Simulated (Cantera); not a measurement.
An adiabatic, constant-volume homogeneous reactor starts with CH₄ : CO : O₂ : N₂ = 1 : 0.44 : 1.85 : 6.96 (molar parts), equivalence ratio 1.2, at 1650 K and 1.00 bar. Integrator tolerance rtol = 1e-08.

Model: GRI-Mech 3.0 (53 species, 325 reactions), integrated in Cantera.

What does this change do: N2 6.96 to 13 parts?


```
quantity                                                            before                                    after
---------------------------------  ---------------------------------------  ---------------------------------------
time of steepest temperature rise                                 0.317 ms                                 0.492 ms
temperature at 7.00 s                                               2964 K                                   2746 K
equilibrium temperature                                             2964 K                                   2746 K
x(CH₄) at 7.00 s                     <1e-12 (gas-phase equilibrium <1e-12)    <1e-12 (gas-phase equilibrium <1e-12)
x(CO) at 7.00 s                      0.0848 (gas-phase equilibrium 0.0848)    0.0476 (gas-phase equilibrium 0.0476)
x(O₂) at 7.00 s                      0.0137 (gas-phase equilibrium 0.0137)  0.00552 (gas-phase equilibrium 0.00552)
x(NO) at 7.00 s                      0.0105 (gas-phase equilibrium 0.0105)  0.00549 (gas-phase equilibrium 0.00549)
x(CH₃) at 7.00 s                     <1e-12 (gas-phase equilibrium <1e-12)    <1e-12 (gas-phase equilibrium <1e-12)
x(NO₂) at 7.00 s                   2.19e-6 (gas-phase equilibrium 2.19e-6)  8.18e-7 (gas-phase equilibrium 8.18e-7)
x(N₂O) at 7.00 s                   7.33e-7 (gas-phase equilibrium 7.33e-7)  3.97e-7 (gas-phase equilibrium 3.97e-7)
```

What does this change do: initial temperature 1650 to 1700 K?


```csv
quantity,before,after
time of steepest temperature rise,0.317 ms,0.217 ms
temperature at 7.00 s,2964 K,2976 K
equilibrium temperature,2964 K,2976 K
x(CH₄) at 7.00 s,<1e-12 (gas-phase equilibrium <1e-12),<1e-12 (gas-phase equilibrium <1e-12)
x(CO) at 7.00 s,0.0848 (gas-phase equilibrium 0.0848),0.0858 (gas-phase equilibrium 0.0858)
x(O₂) at 7.00 s,0.0137 (gas-phase equilibrium 0.0137),0.0141 (gas-phase equilibrium 0.0141)
x(NO) at 7.00 s,0.0105 (gas-phase equilibrium 0.0105),0.0108 (gas-phase equilibrium 0.0108)
x(CH₃) at 7.00 s,<1e-12 (gas-phase equilibrium <1e-12),<1e-12 (gas-phase equilibrium <1e-12)
x(NO₂) at 7.00 s,2.19e-6 (gas-phase equilibrium 2.19e-6),2.25e-6 (gas-phase equilibrium 2.25e-6)
x(N₂O) at 7.00 s,7.33e-7 (gas-phase equilibrium 7.33e-7),7.46e-7 (gas-phase equilibrium 7.46e-7)
```
